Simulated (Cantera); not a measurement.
Abatement and gas-phase synthesis: CO₂ + H₂O + O₂ + CH₄

Feed: 1 mol CO₂, 0.072 mol H₂O, 0.21 mol O₂, 0.43 mol CH₄, equilibrated at 10.0 mbar.

Cantera equilibrium calculation (NASA polynomials, part measured and part estimated; ideal gas, pure solids and liquids). Candidate condensed phases: C, C₆H₆, C₇H₈, C₈H₁₈, H₂O; 110 gas species. Kinetics and transport are ignored.

From 1875 °C to 2675 °C nothing is condensed. The main C-bearing gas is CO throughout.

```csv
T (°C),x CO,x H,x H₂O,x CO₂,x O,x H₂,x OH,x O₂
1875,0.420,0.0145,0.261,0.179,0.000343,0.120,0.00404,0.000316
1975,0.421,0.0249,0.256,0.173,0.00125,0.114,0.00833,0.00117
2075,0.420,0.0408,0.243,0.163,0.00396,0.109,0.0157,0.00368
2175,0.420,0.0643,0.219,0.146,0.0108,0.104,0.0263,0.00929
2275,0.419,0.0983,0.181,0.119,0.0245,0.101,0.0386,0.0180
2375,0.414,0.144,0.135,0.0880,0.0473,0.0960,0.0491,0.0269
2475,0.402,0.200,0.0872,0.0592,0.0787,0.0867,0.0539,0.0319
2575,0.386,0.259,0.0485,0.0368,0.115,0.0719,0.0513,0.0311
2675,0.369,0.312,0.0231,0.0216,0.151,0.0541,0.0426,0.0257
```
x: gas mole fraction; nothing condenses.
